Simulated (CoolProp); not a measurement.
Tetrahydrofuran along the isobar 2.91 MPa: fugacity coefficient from the reference equation and from simpler models built on Tc = 540.2 K, pc = 5.304 MPa, ω = 0.234; each cubic takes its own stable root.

The numbers come from the reference Helmholtz-energy equation of state, Fiedler 2023 in CoolProp.

```csv
T (K),phase,reference,Redlich-Kwong,Soave-Redlich-Kwong
236.3,liquid,0.0002313,0.0005927,0.0002236
243.9,liquid,0.0004025,0.001001,0.0003883
251.5,liquid,0.0006734,0.001624,0.0006490
259,liquid,…,0.002525,0.001041
266.6,liquid,0.001690,0.003823,0.001630
274.2,liquid,0.002566,0.005620,0.002478
281.8,liquid,0.003793,0.008041,0.003670
289.3,liquid,…,0.01118,0.005280
296.9,liquid,0.007676,0.01527,0.007465
304.5,liquid,…,…,0.01034
312,liquid,0.01431,0.02676,0.01400
319.6,liquid,0.01905,0.03457,0.01870
327.2,liquid,0.02495,0.04395,0.02458
```

**Question.** Fill in the missing entries.

**Answer.** 
- 259, reference: 0.001081
- 289.3, reference: 0.005443
- 304.5, reference: 0.01060
- 304.5, Redlich-Kwong: 0.02044
